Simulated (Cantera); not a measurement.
A closed system holds: 1 mol SiHCl₃, 0.78 mol C₂H₄, 1.6 mol H₂, at 830 Pa.

Equilibrium computed with Cantera from the NASA thermochemical tables; the gas is ideal and each condensed phase is pure. Candidate condensed phases: C, C₆H₆, C₇H₈, C₈H₁₈, Si, SiC; 109 gas species. Gases not in the tables: Si₂H₆ and higher silanes. Kinetics and transport are ignored.

Which condensed phases are stable at each of these points (T (K)): 1050, 1250, 1450, 1650, 1850, 2050, 2250, 2450?


```tsv
T (K)	condensed phases	Si condensed (%)
1050	C(graphite) + SiC(s)	59.1
1250	C(graphite) + SiC(s)	84.7
1450	C(graphite) + SiC(s)	90.7
1650	C(graphite) + SiC(s)	85.1
1850	C(graphite) + SiC(s)	76.5
2050	C(graphite) + SiC(s)	67.2
2250	C(graphite) + SiC(s)	53.1
2450	C(graphite)	0.0
```

From 1050 K to 2250 K the condensed part is C(graphite) + SiC(s). At 2450 K the condensed part is C(graphite).
